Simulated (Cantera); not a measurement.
**Stirred combustor or abatement burner**

A perfectly stirred reactor is fed with CH4 : O2 : N2 = 1 : 3.57 : 13.4 (molar parts), equivalence ratio 0.56, at 1.00 atm; it is adiabatic with a 350 K inlet, and is followed from long to short residence time, starting on the burning branch (τ in s: 0.089, 0.046, 0.024, 0.013, 0.0065, 0.0034, 0.0018, 0.00092, 0.00048, 0.00025, 0.00013, 6.8e-05).

Model: GRI-Mech 3.0 (53 species, 325 reactions), integrated in Cantera.

| τ (s) | T (K) | x CH4 | x O2 | x CH3 | x C2H | x N2O |
|---|---|---|---|---|---|---|
| 0.089 | 1630 | 1.91e-5 | 0.0873 | 3.27e-6 | <1e-12 | 6.93e-7 |
| 0.046 | 1627 | 2.92e-5 | 0.0874 | 4.77e-6 | 1.20e-12 | 7.70e-7 |
| 0.024 | 1622 | 4.42e-5 | 0.0875 | 6.85e-6 | 1.88e-12 | 7.88e-7 |
| 0.013 | 1616 | 6.58e-5 | 0.0877 | 9.59e-6 | 2.77e-12 | 7.55e-7 |
| 0.0065 | 1605 | 0.000104 | 0.0880 | 1.40e-5 | 4.15e-12 | 6.78e-7 |
| 0.0034 | 1590 | 0.000164 | 0.0886 | 2.02e-5 | 5.99e-12 | 5.88e-7 |
| 0.0018 | 1568 | 0.000265 | 0.0896 | 2.96e-5 | 8.77e-12 | 4.95e-7 |
| 0.00092 | 1531 | 0.000481 | 0.0916 | 4.73e-5 | 1.41e-11 | 3.94e-7 |
| 0.00048 | 1460 | 0.00118 | 0.0967 | 9.54e-5 | 2.90e-11 | 2.60e-7 |
| 0.00025 | 350 | 0.0556 | 0.199 | <1e-12 | <1e-12 | <1e-12 |
| 0.00013 | 350 | 0.0556 | 0.199 | <1e-12 | <1e-12 | <1e-12 |
| 6.8e-5 | 350 | 0.0556 | 0.199 | <1e-12 | <1e-12 | <1e-12 |
x: mole fraction; the columns are a selection and need not sum to one.
